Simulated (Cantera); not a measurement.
An adiabatic, constant-pressure homogeneous reactor starts with CH4 : O2 : N2 : H2O = 1 : 3.33 : 12.5 : 2 (molar parts), equivalence ratio 0.60, at 1200 K and 10.0 bar. Integrator tolerance rtol = 1e-08.

Computed with Cantera and GRI-Mech 3.0 (53 species, 325 reactions).

Problem. What does this change do: pressure from 10.0 bar to 0.250 bar?

Solution. 
```
quantity                                                            before                                    after
---------------------------------  ---------------------------------------  ---------------------------------------
time of steepest temperature rise                                  4.07 ms                                  0.138 s
temperature at 1.00 s                                               2237 K                                   2195 K
equilibrium temperature                                             2237 K                                   2193 K
x(CH4) at 1.00 s                     <1e-12 (gas-phase equilibrium <1e-12)    <1e-12 (gas-phase equilibrium <1e-12)
x(O2) at 1.00 s                      0.0664 (gas-phase equilibrium 0.0664)    0.0673 (gas-phase equilibrium 0.0667)
x(H2O) at 1.00 s                       0.210 (gas-phase equilibrium 0.210)      0.206 (gas-phase equilibrium 0.206)
x(C2H4) at 1.00 s                    <1e-12 (gas-phase equilibrium <1e-12)    <1e-12 (gas-phase equilibrium <1e-12)
x(NO) at 1.00 s                    0.00708 (gas-phase equilibrium 0.00708)  0.00521 (gas-phase equilibrium 0.00642)
```

Problem. What does this change do: initial temperature 1200 to 1075 K?

Solution. 
```csv
quantity,before,after
time of steepest temperature rise,4.07 ms,22.3 ms
temperature at 1.00 s,2237 K,2136 K
equilibrium temperature,2237 K,2136 K
x(CH4) at 1.00 s,<1e-12 (gas-phase equilibrium <1e-12),<1e-12 (gas-phase equilibrium <1e-12)
x(O2) at 1.00 s,0.0664 (gas-phase equilibrium 0.0664),0.0673 (gas-phase equilibrium 0.0673)
x(H2O) at 1.00 s,0.210 (gas-phase equilibrium 0.210),0.211 (gas-phase equilibrium 0.211)
x(C2H4) at 1.00 s,<1e-12 (gas-phase equilibrium <1e-12),<1e-12 (gas-phase equilibrium <1e-12)
x(NO) at 1.00 s,0.00708 (gas-phase equilibrium 0.00708),0.00565 (gas-phase equilibrium 0.00565)
```
